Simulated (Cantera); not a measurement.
A Cantera script and what it prints.

```python
import numpy as np
import cantera as ct

gas_names = """
    AL ALCL ALCL2 ALCL3 ALN AL2 AL2CL6 CL CL2 N N2
""".split()
cond_names = """
    AL(cr) AL(L) ALCL3(s) ALCL3(L) ALN(s)
""".split()


# ... load() reads the species with a 1 bar reference pressure and builds the phases ...
atoms = {
    'AlN': {'AL': 1, 'N': 1},
    'Cl2': {'CL': 2},
}
top_T = {'ALN(s)': 2750}  # K; cautious upper limits of use, not melting points


# ... equilibrate(T, P, feed) seeds the gas with the atoms and calls Mixture.equilibrate('TP', solver="vcs", rtol=1e-11, max_steps=5000) ...
results = []
feed = {'AlN': 1, 'Cl2': 0.036}  # mol
T = 898.15  # K
P = 100000  # Pa
mix = equilibrate(T, P, feed)
results.append((T, P, feed, dict(zip(mix.species_names, mix.species_moles))))
x = sorted(zip(gas.X, gas.species_names), reverse=True)
print(f"T = {T:g} K  P = {P:g} Pa  gas = {mix.phase_moles(0):.4g} mol")
print("   x: " + "  ".join(f"{s} {v:.3e}" for v, s in x if v > 1e-06))
print("   condensed (mol): " + ("  ".join(f"{mix.phase(i).name} {mix.phase_moles(i):.4g}"
      for i in range(1, mix.n_phases) if mix.phase_moles(i) > 1e-12) or "none"))
```

Output:

```
T = 898.15 K  P = 100000 Pa  gas = 0.03207 mol
   x: ALCL3 5.033e-01  N2 3.742e-01  AL2CL6 1.225e-01
   condensed (mol): ALN(s) 0.976
```

These are equilibrium values from Cantera (NASA tables, ideal gas, pure condensed phases), not measurements of a reactor.
